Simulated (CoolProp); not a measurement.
The fluid at 298.15 K and 2.82 MPa expands adiabatically to 1.22 MPa with isentropic efficiency 0.9. The same conditions are run with several fluids, on thermodynamics alone (safety and materials aside).

The numbers come from the reference Helmholtz-energy equation of state of each fluid (carbon dioxide: Span 1996; methane: Setzmann 1991; oxygen: Schmidt 1985; fluorine: de Reuck 1990; dry air: Lemmon 2000) in CoolProp. Blends and air are pseudo-pure fits.

Q: Rank carbon dioxide, methane, oxygen, fluorine, dry air by work (kJ/kg), highest first.

A: methane (100), dry air (56.6), oxygen (50.9), fluorine (43.4), carbon dioxide (32.7)

| fluid | final temperature (K) | final density (kg/m³) |
|---|---|---|
| carbon dioxide | 245.8 | 30.2 |
| methane | 246.9 | 9.94 |
| oxygen | 239.9 | 20.0 |
| fluorine | 242.6 | 23.3 |
| dry air | 239.7 | 18.0 |
